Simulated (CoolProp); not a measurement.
The fluid at 298.15 K and 0.858 MPa (stagnation) flows isentropically through a choked orifice. The same conditions are run with several fluids, on thermodynamics alone (safety and materials aside).

Computed with CoolProp (reference Helmholtz-energy equation of state of each fluid (sulfur hexafluoride: Guder 2009; CF4 (R14): Platzer 1990; nitrous oxide: Lemmon 2006; R13: Platzer 1990; hydrogen chloride: Thol 2018)). The equations of Platzer and Polt are older, rougher fits.

Problem. Rank sulfur hexafluoride, CF4 (R14), nitrous oxide, R13, hydrogen chloride by throat to inlet pressure ratio, highest first.

Solution. sulfur hexafluoride (0.595), R13 (0.581), CF4 (R14) (0.572), nitrous oxide (0.549), hydrogen chloride (0.530)

| fluid | mass flux (kg/(m² s)) | throat temperature (K) |
|---|---|---|
| sulfur hexafluoride | 4270 | 283.0 |
| CF4 (R14) | 3320 | 274.8 |
| nitrous oxide | 2450 | 260.1 |
| R13 | 3660 | 276.3 |
| hydrogen chloride | 2310 | 249.2 |
